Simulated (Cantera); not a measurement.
Input (Python, Cantera) and output of one run.

```python
import numpy as np
import cantera as ct

gas_names = """
    H HO2 H2 H2O H2O2 O OH O2 O3 Zr ZrO ZrO2
""".split()
cond_names = """
    H2O(s) H2O(L) Zr(a) Zr(b) Zr(L) ZrO2(a) ZrO2(b) ZrO2(L)
""".split()


# ... load() reads the species with a 1 bar reference pressure and builds the phases ...
atoms = {
    'ZrO2': {'Zr': 1, 'O': 2},
    'H2': {'H': 2},
}
top_T = {}  # K; cautious upper limits of use, not melting points


# ... equilibrate(T, P, feed) seeds the gas with the atoms and calls Mixture.equilibrate('TP', solver="vcs", rtol=1e-11, max_steps=5000) ...
results = []
feed = {'ZrO2': 1, 'H2': 1500}  # mol
P = 7100  # Pa
for T in [1473, 1548, 1623, 1698, 1773, 1848, 1923]:
    mix = equilibrate(T, P, feed)
    results.append((T, P, feed, dict(zip(mix.species_names, mix.species_moles))))
    x = sorted(zip(gas.X, gas.species_names), reverse=True)
    print(f"T = {T:g} K  P = {P:g} Pa  gas = {mix.phase_moles(0):.4g} mol")
    print("   x: " + "  ".join(f"{s} {v:.3e}" for v, s in x if v > 1e-05))
    print("   condensed (mol): " + ("  ".join(f"{mix.phase(i).name} {mix.phase_moles(i):.4g}"
          for i in range(1, mix.n_phases) if mix.phase_moles(i) > 1e-12) or "none"))
```

Output:

```
T = 1473 K  P = 7100 Pa  gas = 1500 mol
   x: H2 1.000e+00  H 4.748e-05
   condensed (mol): Zr(b) 1.564e-06  ZrO2(a) 1
T = 1548 K  P = 7100 Pa  gas = 1500 mol
   x: H2 9.999e-01  H 1.156e-04
   condensed (mol): Zr(b) 4.942e-06  ZrO2(b) 1
T = 1623 K  P = 7100 Pa  gas = 1500 mol
   x: H2 9.997e-01  H 2.594e-04
   condensed (mol): Zr(b) 1.395e-05  ZrO2(b) 1
T = 1698 K  P = 7100 Pa  gas = 1500 mol
   x: H2 9.995e-01  H 5.425e-04
   condensed (mol): Zr(b) 3.549e-05  ZrO2(b) 1
T = 1773 K  P = 7100 Pa  gas = 1501 mol
   x: H2 9.989e-01  H 1.067e-03
   condensed (mol): Zr(b) 8.119e-05  ZrO2(b) 0.9999
T = 1848 K  P = 7100 Pa  gas = 1501 mol
   x: H2 9.980e-01  H 1.988e-03
   condensed (mol): Zr(b) 0.0001629  ZrO2(b) 0.9998
T = 1923 K  P = 7100 Pa  gas = 1503 mol
   x: H2 9.965e-01  H 3.529e-03
   condensed (mol): Zr(b) 0.0002619  ZrO2(b) 0.9995
```

Equilibrium computed with Cantera from the NASA thermochemical tables; the gas is ideal and each condensed phase is pure. Mutual solubility and eutectic melting of coexisting phases are not modelled. Condensed phases not in the tables: N, O or C dissolved in the metal.
